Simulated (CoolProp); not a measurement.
Values from CoolProp's reference Helmholtz-energy equation of state, Thol 2017.

Q: For octamethyltrisiloxane (MDM), give the phase and the density (kg/m³), cp (kJ/(kg K)), expansivity (1/kK), fugacity coefficient at 477.1 K and 2000 kPa; 478.8 K and 823 kPa; 312.2 K and 2540 kPa.

A: 
- 477.1 K and 2000 kPa: liquid; density 618, cp 2.24, expansivity 2.27, fugacity coefficient 0.165
- 478.8 K and 823 kPa: liquid; density 605, cp 2.27, expansivity 2.59, fugacity coefficient 0.367
- 312.2 K and 2540 kPa: liquid; density 805, cp 1.81, expansivity 1.23, fugacity coefficient 0.000623
